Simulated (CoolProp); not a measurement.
Toluene along the isobar 5400 kPa: density (kg/m³) from the reference equation and from simpler models built on Tc = 318.6 °C, pc = 4126 kPa, ω = 0.266; each cubic takes its own stable root.

The numbers come from the reference Helmholtz-energy equation of state, Lemmon 2006 in CoolProp. It is a short technical equation, of lower accuracy than the large ones.

| T (°C) | phase | reference | Redlich-Kwong | Peng-Robinson |
|---|---|---|---|---|
| 64.75 | liquid | 829.9 | 726.0 | 838.2 |
| 73.95 | liquid | 821.3 | … | … |
| 83.15 | liquid | … | 710.6 | … |
| 92.45 | liquid | 803.9 | 702.5 | 815.0 |
| 101.65 | liquid | 795.0 | 694.3 | 806.8 |
| 110.85 | liquid | 786.1 | 685.9 | 798.2 |
| 120.15 | liquid | 776.9 | 677.2 | … |
| 129.35 | liquid | 767.7 | … | 780.0 |
| 138.55 | liquid | 758.4 | 659.3 | 770.4 |

Problem. Some entries are withheld; supply them.

Solution. 
- 73.95, Redlich-Kwong: 718.4
- 73.95, Peng-Robinson: 830.8
- 83.15, reference: 812.7
- 83.15, Peng-Robinson: 823.1
- 120.15, Peng-Robinson: 789.2
- 129.35, Redlich-Kwong: 668.4
